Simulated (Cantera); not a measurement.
A closed system holds: 1 mol Zr, 0.27 mol N2O, 3.3 mol H2, held at 2450 K and 100 Torr.

Method: chemical equilibrium by Gibbs-energy minimisation in Cantera with the NASA 1993 tables (ideal gas, pure condensed phases). Candidate condensed phases: H2O, Zr, ZrN, ZrO2; 28 gas species. Mutual solubility and eutectic melting of coexisting phases are not modelled. ZrN: taken at fixed stoichiometry. Condensed phases not in the tables: solid solutions among these carbides, nitrides and lower oxides, N, O or C dissolved in the metal. Kinetics and transport are ignored.

Base state: H2 0.946, H 0.0535, ZrO 0.000302, H2O 2.65e-5, Zr 1.19e-5 (mole fractions); condensed: Zr(l) + ZrN(s) + ZrO2(tetragonal).

Problem. What changes in the equilibrium state with this change: temperature from 2450 K to 1525 K?

Solution. 
| species | before | after |
|---|---|---|
| H2 | 0.946 | 1.000 |
| H | 0.0535 | 6.48e-5 |
| H2O | 2.65e-5 | 4.70e-9 |
| ZrO | 0.000302 | <1e-9 |
| Zr | 1.19e-5 | <1e-9 |
| Zr(l), mol | 0.325 | 0 |
| ZrN(s), mol | 0.540 | 0.540 |
| ZrO2(tetragonal), mol | 0.134 | 0.135 |
| Zr(β), mol | 0 | 0.325 |

Problem. What changes in the equilibrium state with this change: temperature from 2450 K to 1725 K?

Solution. 
```csv
species,before,after
H2,0.946,0.999
H,0.0535,0.000509
H2O,2.65e-5,6.68e-8
ZrO,0.000302,1.07e-9
Zr,1.19e-5,<1e-9
"Zr(l), mol",0.325,0
"ZrN(s), mol",0.540,0.540
"ZrO2(tetragonal), mol",0.134,0.135
"Zr(β), mol",0,0.325
```

Problem. What changes in the equilibrium state with this change: Zr replaced by Cr?

Solution. 
```
species                  before     after
---------------------  --------  --------
H2                        0.946     0.641
Cr                            0     0.200
N2                      8.28e-6    0.0578
CrO                           0    0.0136
H2O                     2.65e-5    0.0430
H                        0.0535    0.0440
ZrO                    0.000302         0
CrO2                          0  0.000292
Zr                      1.19e-5         0
Zr(l), mol                0.325         0
ZrN(s), mol               0.540         0
ZrO2(tetragonal), mol     0.134         0
```
Further candidate phases: Cr, CrN, Cr2N, Cr2O3.
